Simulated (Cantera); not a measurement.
# CH₃Cl + Si + H₂ (fluorocarbon and chlorocarbon gases)

A closed system holds: 1 mol CH₃Cl, 0.99 mol Si, 0.46 mol H₂, at 143 Torr.

Cantera equilibrium calculation (NASA polynomials, part measured and part estimated; ideal gas, pure solids and liquids). Candidate condensed phases: C, C₆H₆, C₇H₈, C₈H₁₈, Si, SiC; 109 gas species. The tables' values for SiCl₃ are old estimates; treat these amounts as uncertain. Kinetics and transport are ignored.

At 450 °C the condensed part is SiC(s). From 550 °C to 1550 °C the condensed part is C(graphite) + SiC(s). The main Si-bearing gas is SiCl₄ at 450 °C and SiCl₂ at 1550 °C. The share of Si in condensed phases is highest at 1250 °C (96.9 %) and lowest at 450 °C (74.9 %).

```
T (°C)  log p H₂  log p HCl  log p CH₄  log p SiCl₄  log p SiCl₂  n SiC(s)  n C(graphite)
------  --------  ---------  ---------  -----------  -----------  --------  -------------
450        -0.86      -2.86      -1.60        -1.63        -9.23     0.742              0
550        -0.84      -2.24      -1.72        -1.67        -7.83     0.753         0.0438
650        -0.82      -1.89      -2.26        -1.75        -6.53     0.775          0.163
750        -0.83      -1.63      -2.78        -1.84        -5.50     0.808          0.172
850        -0.85      -1.43      -3.23        -1.97        -4.69     0.849          0.144
950        -0.88      -1.30      -3.64        -2.16        -4.05     0.892          0.105
1050       -0.91      -1.21      -3.98        -2.43        -3.56     0.929         0.0699
1150       -0.92      -1.17      -4.27        -2.77        -3.21     0.951         0.0483
1250       -0.93      -1.15      -4.50        -3.18        -2.95     0.959         0.0407
1350       -0.94      -1.15      -4.70        -3.59        -2.76     0.958         0.0421
1450       -0.93      -1.15      -4.87        -3.98        -2.61     0.951         0.0483
1550       -0.93      -1.16      -5.01        -4.36        -2.48     0.942         0.0569
```
log p: log10 of the partial pressure in bar; n: condensed amount in mol.
